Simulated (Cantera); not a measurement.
Input: 1 mol C2H4, 0.29 mol NH3, 0.19 mol N2, at 2.00 bar.

These are equilibrium values from Cantera (NASA tables, ideal gas, pure condensed phases), not measurements of a reactor. Candidate condensed phases: C, C6H6, C7H8, C8H18; 92 gas species. Kinetics and transport are ignored.

Question: What share of the C ends up in condensed phases as a function of T (K), at 923, 1023, 1123, 1223, 1323, 1423, 1523, 1623, 1723?

Answer: 
| T (K) | C condensed (%) | as |
|---|---|---|
| 923 | 77.0 | C(graphite) |
| 1023 | 88.5 | C(graphite) |
| 1123 | 94.6 | C(graphite) |
| 1223 | 97.3 | C(graphite) |
| 1323 | 98.6 | C(graphite) |
| 1423 | 99.2 | C(graphite) |
| 1523 | 99.5 | C(graphite) |
| 1623 | 99.6 | C(graphite) |
| 1723 | 99.6 | C(graphite) |
